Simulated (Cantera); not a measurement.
An isothermal, constant-pressure homogeneous reactor starts with CH4 : N2 = 1 : 38 (molar parts), at 1325 K and 2300 Pa. Integrator tolerance rtol = 1e-08.

Detailed kinetics in Cantera: GRI-Mech 3.0 (53 species, 325 reactions). GRI-Mech 3.0 stops at C3 and has no aromatics, soot or wall deposition, so with more carbon than oxygen in the feed, carbon stays in small species such as C2H2 where larger ones or solid carbon would form. Radical loss at walls, strong at low pressure, is not modelled.

Question: What does this change do: temperature 1325 to 1848 K?

Answer: 
```
quantity                                            before                                      after
-----------------  ---------------------------------------  -----------------------------------------
x(CH4) at 2.00 s    0.0256 (gas-phase equilibrium 5.94e-5)    1.52e-5 (gas-phase equilibrium 2.45e-7)
x(C2H4) at 2.00 s  3.44e-6 (gas-phase equilibrium 4.34e-6)    1.88e-7 (gas-phase equilibrium 1.90e-8)
x(H) at 2.00 s     2.09e-9 (gas-phase equilibrium 2.10e-6)  0.000552 (gas-phase equilibrium 0.000679)
x(H2) at 2.00 s     1.40e-5 (gas-phase equilibrium 0.0374)      0.0372 (gas-phase equilibrium 0.0372)
x(C2H) at 2.00 s   <1e-12 (gas-phase equilibrium 7.60e-11)    1.97e-6 (gas-phase equilibrium 2.58e-7)
x(C2H2) at 2.00 s  1.30e-7 (gas-phase equilibrium 0.00247)     0.0124 (gas-phase equilibrium 0.00133)
```
